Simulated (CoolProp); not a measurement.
Methanol along the isobar 36.9 MPa: fugacity coefficient from the reference equation and from simpler models built on Tc = 513.4 K, pc = 8.216 MPa, ω = 0.565; each cubic takes its own stable root.

Model: reference Helmholtz-energy equation of state, de Reuck 1993, in CoolProp.

```
T (K)          phase  reference  van der Waals  Redlich-Kwong  Soave-Redlich-Kwong  Peng-Robinson
-----  -------------  ---------  -------------  -------------  -------------------  -------------
340           liquid   0.004988        0.08490        0.02401             0.005814       0.005532
368           liquid    0.01276              ?        0.04424              0.01555        0.01453
396           liquid    0.02773         0.1499        0.07264              0.03455        0.03190
424           liquid    0.05284         0.1875         0.1091              0.06629        0.06075
452           liquid          ?         0.2276         0.1528               0.1131         0.1032
480           liquid     0.1412         0.2693         0.2024               0.1753         0.1597
508           liquid     0.2043              ?         0.2562               0.2510              ?
536    supercritical     0.2768         0.3552         0.3124               0.3365         0.3064
564    supercritical          ?         0.3981         0.3693               0.4266              ?
592    supercritical     0.4304         0.4404         0.4256               0.5163         0.4714
620    supercritical     0.5008         0.4815         0.4798                    ?         0.5502
```

Task: Fill in the missing entries.

Result: 
- 368, van der Waals: 0.1154
- 452, reference: 0.09037
- 508, van der Waals: 0.3121
- 508, Peng-Robinson: 0.2285
- 564, reference: 0.3540
- 564, Peng-Robinson: 0.3889
- 620, Soave-Redlich-Kwong: 0.6015
